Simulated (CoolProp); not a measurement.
Saturated liquid density (kg/m³) of sulfur dioxide: the reference equation beside estimates from Tc = 157.5 °C, pc = 78.87 bar, ω = 0.256. Rackett uses Z = 0.29056 − 0.08775 ω.

Values from CoolProp's reference Helmholtz-energy equation of state, Gao 2016.

| T (°C) | reference | Rackett | Redlich-Kwong | Soave-Redlich-Kwong |
|---|---|---|---|---|
| -26.05 | 1503 | 1477 | 1306 | 1343 |
| -1.25 | 1439 | ___ | 1247 | 1290 |
| 23.45 | 1371 | 1352 | 1182 | 1228 |
| 48.15 | 1299 | 1282 | 1107 | 1157 |
| 72.85 | ___ | 1204 | 1022 | 1073 |
| 97.55 | 1124 | 1114 | 922.2 | 970.8 |
| 122.25 | 1004 | 1002 | ___ | 839.8 |
| 147.05 | 811.9 | 829.5 | 619.2 | 642.7 |

### Question
Fill in the missing entries.

### Answer

- -1.25, Rackett: 1416
- 72.85, reference: 1218
- 122.25, Redlich-Kwong: 798.7

Absolute difference from the reference over all 8 rows, mean and median: Rackett 1.3 and 1.3 %, Redlich-Kwong 16.7 and 15.4 %, Soave-Redlich-Kwong 13.1 and 11.4 %.
